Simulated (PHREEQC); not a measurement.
A solution holds 10 mmol/kgw HF, 0.042 mmol/kgw (NH4)2SiF6, 0.087 mmol/kgw H3PO4 and 0.095 mmol/kgw H2SO4, at 90 °C. Closed to the air; pH follows from the charge balance.

The numbers come from PHREEQC with the ion-association model, wateq4f.dat.

### Question
The ionic strength comes out as 0.00158 mol/kgw. What activity coefficients do H2PO4-, SiF6-2, H+, NH4+, F- get?

### Answer
H2PO4- 0.95, SiF6-2 0.82, H+ 0.95, NH4+ 0.95, F- 0.95.

No solid was allowed to form. H3PO4, which wateq4f.dat lacks, is added to it with the constant of phreeqc.dat. Constants without temperature data keep their 25 °C values here. SiF6-2 is the database's only silicon fluoride.
